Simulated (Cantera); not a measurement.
Feed: 1 mol Si2Cl6, 0.0081 mol Cl2, 270 mol H2, held at 1350 Torr.

Cantera equilibrium calculation (NASA polynomials, part measured and part estimated; ideal gas, pure solids and liquids). Candidate condensed phases: Si; 19 gas species. The feed counts by its element totals alone. The tables' values for SiCl3 are old estimates; treat these amounts as uncertain. The numbers say what is thermodynamically allowed, not how fast it happens. All values below are at 1498 K.

Base state: H2 0.980, HCl 0.0190, SiCl2 0.00118, SiHCl3 8.42e-5, SiCl3 7.65e-5, SiH2Cl2 7.10e-5, SiH3Cl 1.76e-5, SiCl4 1.59e-5 (mole fractions); condensed: Si(s).

**Question.** What changes in the equilibrium state with this change: Si2Cl6 replaced by SiH4?

**Answer.** 
```tsv
species	before	after
H2	0.980	1.000
HCl	0.0190	5.95e-5
H	1.27e-5	1.28e-5
SiCl2	0.00118	1.13e-8
SiH3Cl	1.76e-5	5.62e-8
SiHCl3	8.42e-5	<1e-9
SiCl3	7.65e-5	<1e-9
SiH2Cl2	7.10e-5	<1e-9
SiCl4	1.59e-5	<1e-9
Si(s), mol	1.60	0.999
```
